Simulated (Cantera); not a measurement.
An adiabatic, constant-volume homogeneous reactor starts with C3H8 : O2 : N2 : H2O = 1 : 2.17 : 8.17 : 0.67 (molar parts), equivalence ratio 2.3, at 1173 K and 3.10 bar. Integrator tolerance rtol = 1e-08.

Cantera simulation using GRI-Mech 3.0 (53 species, 325 reactions); the numbers are that mechanism's predictions, not measurements. GRI-Mech 3.0 was tuned for natural gas; its chemistry of propane as a main component is partial and can be far from experiment.

What does this change do: constant pressure in place of constant volume?


| quantity | before | after |
|---|---|---|
| time of steepest temperature rise | 6.38 ms | 6.88 ms |
| temperature at 2.00 s | 2438 K | 2118 K |
| equilibrium temperature | 2438 K | 2118 K |
| x(C3H8) at 2.00 s | <1e-12 (gas-phase equilibrium <1e-12) | <1e-12 (gas-phase equilibrium <1e-12) |
| x(O2) at 2.00 s | 8.03e-7 (gas-phase equilibrium 8.03e-7) | 4.83e-8 (gas-phase equilibrium 4.83e-8) |
| x(H2O) at 2.00 s | 0.109 (gas-phase equilibrium 0.109) | 0.107 (gas-phase equilibrium 0.107) |
| x(CH4) at 2.00 s | 2.93e-9 (gas-phase equilibrium 3.29e-9) | 2.04e-9 (gas-phase equilibrium 2.33e-9) |
| x(HO2) at 2.00 s | 1.87e-9 (gas-phase equilibrium 1.87e-9) | 6.41e-11 (gas-phase equilibrium 6.41e-11) |
| x(C2H6) at 2.00 s | <1e-12 (gas-phase equilibrium <1e-12) | <1e-12 (gas-phase equilibrium <1e-12) |
| x(O) at 2.00 s | 3.26e-6 (gas-phase equilibrium 3.26e-6) | 1.97e-7 (gas-phase equilibrium 1.97e-7) |

What does this change do: pressure from 3.10 bar to 0.500 bar?


```
quantity                                                            before                                      after
---------------------------------  ---------------------------------------  -----------------------------------------
time of steepest temperature rise                                  6.38 ms                                    15.9 ms
temperature at 2.00 s                                               2438 K                                     2410 K
equilibrium temperature                                             2438 K                                     2410 K
x(C3H8) at 2.00 s                    <1e-12 (gas-phase equilibrium <1e-12)      <1e-12 (gas-phase equilibrium <1e-12)
x(O2) at 2.00 s                    8.03e-7 (gas-phase equilibrium 8.03e-7)    3.78e-6 (gas-phase equilibrium 3.78e-6)
x(H2O) at 2.00 s                       0.109 (gas-phase equilibrium 0.109)        0.108 (gas-phase equilibrium 0.108)
x(CH4) at 2.00 s                   2.93e-9 (gas-phase equilibrium 3.29e-9)  8.27e-11 (gas-phase equilibrium 9.29e-11)
x(HO2) at 2.00 s                   1.87e-9 (gas-phase equilibrium 1.87e-9)    3.48e-9 (gas-phase equilibrium 3.48e-9)
x(C2H6) at 2.00 s                    <1e-12 (gas-phase equilibrium <1e-12)      <1e-12 (gas-phase equilibrium <1e-12)
x(O) at 2.00 s                     3.26e-6 (gas-phase equilibrium 3.26e-6)    1.53e-5 (gas-phase equilibrium 1.53e-5)
```
